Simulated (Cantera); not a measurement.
A closed system holds: 1 mol Fe2O3, 1 mol SO3, 0.69 mol H2O, held at 0.0110 bar.

Equilibrium computed with Cantera from the NASA thermochemical tables; the gas is ideal and each condensed phase is pure. Candidate condensed phases: Fe, FeO, Fe(OH)2, Fe(OH)3, FeS, FeSO4, FeS2, Fe2O3, Fe2(SO4)3, Fe3O4, H2O, H2SO4, S; 22 gas species. Rates play no part.

x: gas mole fraction; n: condensed amount in mol.

```json
[
 {"T (K)": "1148", "x SO2": "0.450", "x H2O": "0.316", "x O2": "0.225", "x SO3": "(withheld)", "n Fe2O3(s)": "1.00", "n Fe3O4(s)": "0"},
 {"T (K)": "1198", "x SO2": "0.452", "x H2O": "0.316", "x O2": "0.226", "x SO3": "(withheld)", "n Fe2O3(s)": "1.00", "n Fe3O4(s)": "0"},
 {"T (K)": "1248", "x SO2": "0.454", "x H2O": "0.316", "x O2": "0.227", "x SO3": "(withheld)", "n Fe2O3(s)": "1.00", "n Fe3O4(s)": "0"},
 {"T (K)": "1298", "x SO2": "0.454", "x H2O": "0.315", "x O2": "0.227", "x SO3": "(withheld)", "n Fe2O3(s)": "1.00", "n Fe3O4(s)": "0"},
 {"T (K)": "1348", "x SO2": "0.455", "x H2O": "0.315", "x O2": "0.227", "x SO3": "(withheld)", "n Fe2O3(s)": "1.00", "n Fe3O4(s)": "0"},
 {"T (K)": "1398", "x SO2": "0.455", "x H2O": "0.315", "x O2": "0.228", "x SO3": "(withheld)", "n Fe2O3(s)": "1.00", "n Fe3O4(s)": "0"},
 {"T (K)": "1448", "x SO2": "0.456", "x H2O": "0.315", "x O2": "0.228", "x SO3": "(withheld)", "n Fe2O3(s)": "1.00", "n Fe3O4(s)": "0"},
 {"T (K)": "1498", "x SO2": "0.424", "x H2O": "0.293", "x O2": "0.282", "x SO3": "(withheld)", "n Fe2O3(s)": "0", "n Fe3O4(s)": "0.667"},
 {"T (K)": "1548", "x SO2": "0.424", "x H2O": "0.292", "x O2": "0.282", "x SO3": "(withheld)", "n Fe2O3(s)": "0", "n Fe3O4(s)": "0.667"},
 {"T (K)": "1598", "x SO2": "0.424", "x H2O": "0.292", "x O2": "0.282", "x SO3": "(withheld)", "n Fe2O3(s)": "0", "n Fe3O4(s)": "0.667"},
 {"T (K)": "1648", "x SO2": "0.424", "x H2O": "0.292", "x O2": "0.282", "x SO3": "(withheld)", "n Fe2O3(s)": "0", "n Fe3O4(s)": "0.667"}
]
```

Task: Some entries are withheld; supply them.

Result: 
- 1148, x SO3: 0.00893
- 1198, x SO3: 0.00589
- 1248, x SO3: 0.00401
- 1298, x SO3: 0.00281
- 1348, x SO3: 0.00202
- 1398, x SO3: 0.00149
- 1448, x SO3: 0.00112
- 1498, x SO3: 0.000891
- 1548, x SO3: 0.000696
- 1598, x SO3: 0.000552
- 1648, x SO3: 0.000445
